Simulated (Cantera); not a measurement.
Charge: 1 mol PbO, 1.3 mol CO, 6.5 mol N2, 2.2 mol O2, at 1550 K and 87000 Pa.

These are equilibrium values from Cantera (NASA tables, ideal gas, pure condensed phases), not measurements of a reactor. Gases not in the tables: (PbO)n polymers. Equilibrium is a limit: real reactors are often held back by kinetics, nucleation or transport.

```csv
species,before,after
N2,0.681,0.695
O2,0.162,0.166
CO2,0.136,0.139
PbO,0.0187,<1e-9
Pb,0.000343,<1e-9
NO,0.00127,1.62e-6
"PbO(l), mol",0.818,0
"PbO(yellow), mol",0,1.00
```
Gas species are given as mole fractions.

Q: Name the change that produced these shifts.
A. pressure from 87000 Pa to 1330 Pa
B. pressure from 87000 Pa to 5300 Pa
C. O2 from 2.2 to 0.019 mol
D. temperature from 1550 K to 798.15 K

A: D, temperature from 1550 K to 798.15 K
